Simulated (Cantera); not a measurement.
Cantera run, input and output.

```python
import numpy as np
import cantera as ct

gas = ct.Solution("gri30.yaml")


def delay(T, t_max=10):
    gas.TPX = T, 100000, {'CH3OH': 1, 'O2': 2.34, 'N2': 8.81}
    reactor = ct.IdealGasReactor(gas, clone=False)
    net = ct.ReactorNet([reactor])
    net.rtol, net.atol = 1e-8, 1e-16
    while net.time < t_max:
        t_old, T_old = net.time, reactor.T
        net.step()
        if reactor.T > T + 400:  # ignition: a rise of 400 K
            return t_old + (T + 400 - T_old) / (reactor.T - T_old) * (net.time - t_old)
    return np.nan


taus = []
for T in [1125, 1200, 1275, 1350, 1425, 1500, 1575, 1650]:
    taus.append(delay(T))
    print(f"T0 = {T:6g} K   tau = {taus[-1]:.4e} s")
```

Result:

```
T0 =   1125 K   tau = 3.8669e-02 s
T0 =   1200 K   tau = 1.0276e-02 s
T0 =   1275 K   tau = 3.2446e-03 s
T0 =   1350 K   tau = 1.1920e-03 s
T0 =   1425 K   tau = 5.0052e-04 s
T0 =   1500 K   tau = 2.3585e-04 s
T0 =   1575 K   tau = 1.2228e-04 s
T0 =   1650 K   tau = 6.8424e-05 s
```

Model: GRI-Mech 3.0 (53 species, 325 reactions), integrated in Cantera. GRI-Mech 3.0 was tuned for natural gas; its chemistry of methanol as a main component is partial and can be far from experiment.
